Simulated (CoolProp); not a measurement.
Vapour-liquid equilibrium of CHF3 (R23) (1) + R152A (2) at 0.112 MPa; x and y are mole fractions of (1).

The numbers come from the multi-fluid Helmholtz-energy mixture model, Penoncello 2003 and Outcalt 1996; pair parameters Bell 2016 in CoolProp.

| x | bubble temperature, mixture model (K) | bubble temperature, Raoult's law (K) | y, mixture model | y, Raoult's law |
|---|---|---|---|---|
| 0.05 | 242.7 | 240.8 | 0.348 | 0.415 |
| 0.125 | 232.4 | 229.7 | 0.633 | 0.692 |
| 0.2 | 224.7 | 222.0 | 0.778 | 0.816 |
| 0.275 | 218.6 | 216.3 | 0.858 | 0.882 |
| 0.35 | 213.7 | 211.9 | 0.906 | 0.920 |
| 0.425 | 209.7 | 208.3 | 0.936 | 0.944 |
| 0.5 | 206.4 | 205.3 | 0.956 | 0.960 |
| 0.575 | 203.5 | 202.7 | 0.969 | 0.972 |
| 0.65 | 201.1 | 200.5 | 0.979 | 0.980 |
| 0.725 | 198.9 | 198.5 | 0.986 | 0.987 |
| 0.8 | 197.0 | 196.8 | 0.991 | 0.991 |
| 0.875 | 195.3 | 195.2 | 0.995 | 0.995 |
| 0.95 | 193.8 | 193.8 | 0.998 | 0.998 |

The largest gap from Raoult's law is +2.7 K in bubble temperature, at x = 0.125. No azeotrope shows between x = 0.05 and 0.95.

The pair parameters rest on a limited set of measurements; away from them the model extrapolates.
